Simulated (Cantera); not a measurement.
An isothermal plug-flow reactor at 625 K and 1.01 bar (inlet), inlet velocity 0.92 m/s, active area per volume 7600 1/m; feed 0.377 % CO, 2.59 % O2, 93.1 % N2, 3.89 % H2O, equivalence ratio 0.073.

Detailed kinetics in Cantera: Deutschmann's 1995 Pt surface mechanism with GRI-Mech 3.0 gas chemistry. Catalytic surfaces can have several steady states; this one follows from the mechanism file's or the stated starting coverage. Mass transfer to the wall is taken as infinitely fast.

**Question.** Predict: x(CO) at z = 0.026 m; x(O2) at z = 0.026 m; x(H2O) at z = 0.026 m; x(CO2) at z = 0.026 m; θ(free Pt) at the exit; θ(O*) at the exit; θ(OH*) at the exit.

**Answer.** 
```json
{
  "x(CO) at z = 0.026 m": "0.000432",
  "x(O2) at z = 0.026 m": "0.0243",
  "x(H2O) at z = 0.026 m": "0.0390",
  "x(CO2) at z = 0.026 m": "0.00335",
  "θ(free Pt) at the exit": "0.00356",
  "θ(O*) at the exit": "0.992",
  "θ(OH*) at the exit": "0.00408"
}
```
